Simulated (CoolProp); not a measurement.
Vapour-liquid equilibrium of dimethyl ether (1) + n-butane (2) at 151 kPa; x and y are mole fractions of (1).

Computed with CoolProp (multi-fluid Helmholtz-energy mixture model, Wu 2011 and Bücker 2006; pair parameters Bell 2016).

| x | bubble temperature (°C) | y at the bubble point | dew temperature at overall composition x (°C) | liquid density (mol/L) |
|---|---|---|---|---|
| 0.05 | 6.6 | 0.164 | [?] | [?] |
| 0.2 | -1.5 | 0.461 | [?] | 11.05 |
| 0.35 | -6.3 | 0.619 | 1.7 | [?] |
| 0.5 | -9.5 | 0.722 | -2.6 | [?] |
| 0.65 | -11.8 | 0.802 | -7.3 | 13.30 |
| 0.8 | -13.5 | 0.877 | [?] | 14.23 |
| 0.95 | -14.8 | [?] | -14.7 | 15.28 |

**Question.** Complete the blanks.

**Answer.** 
- 0.05, dew temperature at overall composition x (°C): 9.3
- 0.05, liquid density (mol/L): 10.37
- 0.2, dew temperature at overall composition x (°C): 5.7
- 0.35, liquid density (mol/L): 11.74
- 0.5, liquid density (mol/L): 12.48
- 0.8, dew temperature at overall composition x (°C): -11.7
- 0.95, y at the bubble point: 0.965

No azeotrope shows between x = 0.05 and 0.95.

The pair parameters rest on a limited set of measurements; away from them the model extrapolates.
